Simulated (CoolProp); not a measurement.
The fluid at 293.15 K and 10.9 MPa is throttled through a valve to 1.4 MPa with no heat exchange. The same conditions are run with several fluids, on thermodynamics alone (safety and materials aside).

Values from CoolProp's reference Helmholtz-energy equation of state of each fluid (methane: Setzmann 1991; nitrogen: Span 2000; carbon monoxide: Lemmon 2006; normal hydrogen: Leachman 2009; oxygen: Schmidt 1985).

Question: Rank methane, nitrogen, carbon monoxide, normal hydrogen, oxygen by temperature change (K), highest first.

Answer: normal hydrogen (+3.1), nitrogen (-17.7), carbon monoxide (-20.7), oxygen (-24.7), methane (-44.0)

```json
[
 {"fluid": "methane", "final phase": "gas", "final density (kg/m³)": "11.4"},
 {"fluid": "nitrogen", "final phase": "gas", "final density (kg/m³)": "17.2"},
 {"fluid": "carbon monoxide", "final phase": "gas", "final density (kg/m³)": "17.5"},
 {"fluid": "normal hydrogen", "final phase": "supercritical", "final density (kg/m³)": "1.14"},
 {"fluid": "oxygen", "final phase": "gas", "final density (kg/m³)": "20.4"}
]
```
